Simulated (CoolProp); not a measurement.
Computed with CoolProp (reference Helmholtz-energy equation of state, Aleksandrov 2011). It is a short technical equation, of lower accuracy than the large ones.

For n-undecane, give the phase and the cv (kJ/(kg K)) at 620 K and 37.1 kPa.


- 620 K and 37.1 kPa: gas; cv 2.86
